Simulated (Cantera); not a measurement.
# Thermodynamics of silicon oxide and oxynitride deposition, feed SiH4 + O2 + N2

A closed system holds: 1 mol SiH4, 0.55 mol O2, 5.8 mol N2, equilibrated at 0.100 bar.

These are equilibrium values from Cantera (NASA tables, ideal gas, pure condensed phases), not measurements of a reactor. Candidate condensed phases: H2O, Si, SiO2, Si2N2O, Si3N4; 35 gas species. N2 is the only nitrogen source here; it is nearly inert below about 1500 K, so the nitride shown seldom forms there in practice. Mutual solubility and eutectic melting of coexisting phases are not modelled. The tables hold silica as quartz up to 1696 K and as liquid above; real silica turns to tridymite and cristobalite and melts near 1996 K. Rates play no part.

From 875 K to 1675 K the condensed part is SiO2(β-quartz) + Si2N2O(s). At 1775 K the condensed part is SiO2(condensed) + Si2N2O(s). From 1875 K to 1975 K the condensed part is SiO2(condensed).

```tsv
T (K)	x N2	x H2	x SiO	x H	n SiO2(β-quartz)	n Si2N2O(s)	n SiO2(condensed)
875	0.733	0.267	<1e-12	8.19e-11	0.400	0.300	0
975	0.733	0.267	<1e-12	1.87e-9	0.400	0.300	0
1075	0.733	0.267	5.82e-12	2.40e-8	0.400	0.300	0
1175	0.733	0.267	7.34e-10	2.00e-7	0.400	0.300	0
1275	0.733	0.267	4.28e-8	1.20e-6	0.400	0.300	0
1375	0.733	0.267	1.36e-6	5.59e-6	0.400	0.300	0
1475	0.733	0.267	2.69e-5	2.12e-5	0.400	0.300	0
1575	0.733	0.266	0.000360	6.78e-5	0.399	0.299	0
1675	0.731	0.265	0.00350	0.000189	0.391	0.292	0
1775	0.716	0.257	0.0261	0.000464	0	0.233	0.332
1875	0.666	0.229	0.104	0.000992	0	0	0.0983
1975	0.665	0.227	0.104	0.00206	0	0	0.0908
```
x: gas mole fraction; n: condensed amount in mol.
